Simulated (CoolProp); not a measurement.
A simple Rankine cycle with R245ca: condensing at 323.15 K, boiler at 1.56 MPa, turbine inlet 402.2 K, turbine efficiency 0.7, pump efficiency 0.6, no recuperator. Each further row changes one setting.

Model: reference Helmholtz-energy equation of state, Zhou 2016, in CoolProp.

```tsv
case	thermal efficiency (%)	net work (kJ/kg)	heat in (kJ/kg)	turbine exit temperature (K)	volume ratio over the turbine
as stated	9.8	[?]	250	358.8	7.35
turbine inlet 422.2 K	9.8	27.0	[?]	[?]	7.01
condensing temperature 315.15 K	10.8	[?]	262	354.3	9.54
boiler pressure 1.09 MPa	8.3	21.5	[?]	370.6	4.75
turbine efficiency 0.6	8.3	[?]	250	362.4	7.44
```

**Question.** What belongs in the gaps?

**Answer.** 
- as stated, net work (kJ/kg): 24.6
- turbine inlet 422.2 K, heat in (kJ/kg): 277
- turbine inlet 422.2 K, turbine exit temperature (K): 381.3
- condensing temperature 315.15 K, net work (kJ/kg): 28.3
- boiler pressure 1.09 MPa, heat in (kJ/kg): 260
- turbine efficiency 0.6, net work (kJ/kg): 20.9
